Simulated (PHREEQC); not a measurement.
HCl is added in steps, without added water, to 1 kg of water holding 0.012 mol Cu(NO3)2, 7e-05 mol HBF4 and 0.038 mol KCl, at 25 °C. Oxygen alone is held at its pressure in air (log pO2 = -0.68). No CO2 enters from the air. The run lets Cu(OH)2, Atacamite, Cu2(OH)3NO3, CuF2:2H2O precipitate or redissolve, and no other solid.

Base run: PHREEQC, ion-association model, wateq4f.dat. Each further column changes one thing. The table gives pH.

| HCl added (mol) | base | HBF4 left out | KCl from 0.038 to 0.076 mol/kgw | Cu(NO3)2 left out | no solid may form |
|---|---|---|---|---|---|
| 0 | 3.71 | 4.49 | 3.72 | 3.71 | 3.71 |
| 0.001625 | 2.84 | 2.87 | 2.85 | 2.83 | 2.84 |
| 0.002708 | 2.63 | 2.64 | 2.64 | 2.62 | 2.63 |
| 0.004333 | 2.44 | 2.44 | 2.44 | 2.42 | 2.44 |
| 0.005958 | 2.30 | 2.30 | 2.31 | 2.29 | 2.30 |
| 0.007042 | 2.23 | 2.23 | 2.24 | 2.22 | 2.23 |
| 0.008667 | 2.14 | 2.14 | 2.15 | 2.13 | 2.14 |
| 0.01029 | 2.07 | 2.07 | 2.07 | 2.05 | 2.07 |
| 0.01137 | 2.02 | 2.02 | 2.03 | 2.01 | 2.02 |
| 0.013 | 1.97 | 1.97 | 1.97 | 1.95 | 1.97 |

Real BF4- forms and hydrolyses slowly; the run takes it at equilibrium.  Solids allowed in the column 'HBF4 left out': Cu(OH)2, Atacamite, Cu2(OH)3NO3.
